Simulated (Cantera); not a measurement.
# Silicon carbide growth: Si(CH3)4 + C2H4 + H2

A closed system holds: 1 mol Si(CH3)4, 0.53 mol C2H4, 160 mol H2, at 1400 K and 7000 Pa.

Method: chemical equilibrium by Gibbs-energy minimisation in Cantera with the NASA 1993 tables (ideal gas, pure condensed phases). Candidate condensed phases: C, C6H6, C7H8, C8H18, Si, SiC; 87 gas species. Equilibrium is a limit: real reactors are often held back by kinetics, nucleation or transport.

```json
{
 "x(H2)": "1.000",
 "x(CH4)": "0.000302",
 "x(H)": "1.84e-5",
 "x(C2H2 (acetylene))": "2.52e-6",
 "n(C(graphite))": "4.01 mol",
 "n(SiC(s))": "1.00 mol",
 "gas_amount": "167.0 mol",
 "log10 activity of Si(s) (absent)": "-2.32"
}
```
